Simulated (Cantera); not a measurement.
Standard-state values (1 bar) from the NASA 1993 polynomials, evaluated with Cantera. Values are per mole of reaction as written; species without (g) are pure solids or liquids, kept so even where they would boil at 1 bar.

3 Al2O(g) + 5 N2O(g) ⇌ 6 AlN + 4 NO2(g), with ΔH° = -1743.6 kJ and ΔS° = -775.6 J/K at 300 K.

**Question.** How far is the shortcut ΔG° ≈ ΔH°(300 K) − T·ΔS°(300 K) from the full temperature-dependent value at 398, 598, 798, 998, 1198, 1398, 1598, 1798, 1998, 2198 K?

**Answer.** 
```
T (K)  shortcut (kJ)  full (kJ)  difference (kJ)  difference in log10 K
-----  -------------  ---------  ---------------  ---------------------
398          -1434.9    -1434.8             -0.2                   0.02
598          -1279.8    -1279.7             -0.1                   0.01
798          -1124.7    -1126.5              1.9                  -0.12
998           -969.6     -975.4              5.8                  -0.31
1198          -814.4     -826.0             11.6                  -0.51
1398          -659.3     -678.2             18.9                  -0.71
1598          -504.2     -531.8             27.6                  -0.90
1798          -349.1     -386.6             37.5                  -1.09
1998          -193.9     -242.5             48.5                  -1.27
2198           -38.8      -99.3             60.5                  -1.44
```
The shortcut ignores the heat-capacity change of the reaction.
